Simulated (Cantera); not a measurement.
Fe2O3 + HCl + H2 (oxide etching and cleaning by halides)

Charge: 1 mol Fe2O3, 28 mol HCl, 2.2 mol H2, equilibrated at 1.00 bar.

These are equilibrium values from Cantera (NASA tables, ideal gas, pure condensed phases), not measurements of a reactor. Candidate condensed phases: Fe, FeCl2, FeCl3, FeO, Fe(OH)2, Fe(OH)3, Fe2O3, Fe3O4, H2O; 22 gas species. Condensed phases not in the tables: FeOCl. Kinetics and transport are ignored.

```
T (°C)  x HCl   x H2O  x FeCl2    x H2  n FeCl2(s)  n FeCl2(l)
------  -----  ------  -------  ------  ----------  ----------
377     0.851   0.106  1.21e-7  0.0426        2.00           0
452     0.851   0.106  4.82e-6  0.0426        2.00           0
527     0.851   0.106  9.39e-5  0.0425        2.00           0
602     0.850   0.106  0.00107  0.0425        1.96           0
677     0.842   0.105  0.00821  0.0422        1.66           0
752     0.819   0.102   0.0305  0.0410           0       0.690
827     0.800   0.100   0.0530  0.0401           0           0
902     0.797  0.0997   0.0598  0.0400           0           0
977     0.796  0.0995   0.0631  0.0399           0           0
1052    0.795  0.0994   0.0646  0.0399           0           0
1127    0.795  0.0994   0.0653  0.0399           0           0
1202    0.795  0.0994   0.0656  0.0399           0           0
```
x: gas mole fraction; n: condensed amount in mol.

From 377 °C to 677 °C the condensed part is FeCl2(s). At 752 °C the condensed part is FeCl2(l). From 827 °C to 1202 °C nothing is condensed. The main Fe-bearing gas is FeCl2 throughout.
